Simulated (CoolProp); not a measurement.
Aqueous calcium chloride as a coolant, 7 % by mass, freezing at -3.6 °C, 1 atm.

Model: Melinder's fits for secondary coolants, in CoolProp.

```tsv
T (°C)	viscosity (mPa s)	cp (kJ/(kg K))	Prandtl number	density (kg/m³)
-0.4	2.09	3.747	14.1	1061
5.6	1.74	(withheld)	11.5	(withheld)
11.6	1.47	3.761	9.61	1059
17.6	1.27	3.770	8.14	1058
23.6	(withheld)	3.781	6.99	(withheld)
29.6	0.971	3.791	6.08	1056
35.6	0.863	3.803	5.33	(withheld)
```

### Question
What belongs in the gaps?

### Answer

- 5.6, cp (kJ/(kg K)): 3.753
- 5.6, density (kg/m³): 1060
- 23.6, viscosity (mPa s): 1.10
- 23.6, density (kg/m³): 1057
- 35.6, density (kg/m³): 1053
